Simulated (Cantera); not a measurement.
Charge: 1 mol Si3N4, 0.12 mol O2, 4.4 mol N2, equilibrated at 1.00 Torr.

Cantera equilibrium calculation (NASA polynomials, part measured and part estimated; ideal gas, pure solids and liquids). Candidate condensed phases: Si, SiO2, Si2N2O, Si3N4; 16 gas species. Mutual solubility and eutectic melting of coexisting phases are not modelled. The tables' values for SiN are old estimates; treat these amounts as uncertain. Kinetics and transport are ignored.

x: gas mole fraction; n: condensed amount in mol.

| T (K) | x N2 | x SiO | x Si | x Si2N | x SiN | x Si2 | x Si3 | n Si2N2O(s) | n Si3N4(s) | n Si(l) |
|---|---|---|---|---|---|---|---|---|---|---|
| 1650 | 0.986 | 0.0143 | 0.000131 | 3.90e-6 | 3.40e-6 | 2.87e-7 | 4.44e-8 | 0.175 | 0.862 | 0 |
| 1675 | 0.973 | 0.0268 | 0.000279 | 1.02e-5 | 6.61e-6 | 9.29e-7 | 1.97e-7 | 0.115 | 0.881 | 0 |
| 1700 | 0.963 | 0.0361 | ___ | ___ | 1.10e-5 | ___ | ___ | 0 | 0 | 2.76 |
| 1725 | 0.963 | 0.0361 | ___ | ___ | 1.52e-5 | ___ | ___ | 0 | 0 | 2.75 |
| 1750 | 0.963 | 0.0361 | 0.00113 | 3.54e-5 | 2.08e-5 | 5.82e-6 | 1.43e-6 | 0 | 0 | 2.75 |
| 1775 | 0.962 | 0.0361 | 0.00165 | 4.65e-5 | 2.81e-5 | 9.21e-6 | 2.22e-6 | 0 | 0 | 2.75 |
| 1800 | 0.961 | 0.0361 | 0.00238 | 6.07e-5 | 3.78e-5 | 1.44e-5 | 3.43e-6 | 0 | 0 | 2.74 |

Q: Complete the blanks.

A: 
- 1700, x Si: 0.000509
- 1700, x Si2N: 1.99e-5
- 1700, x Si2: 2.23e-6
- 1700, x Si3: 5.62e-7
- 1725, x Si: 0.000761
- 1725, x Si2N: 2.67e-5
- 1725, x Si2: 3.63e-6
- 1725, x Si3: 9.01e-7
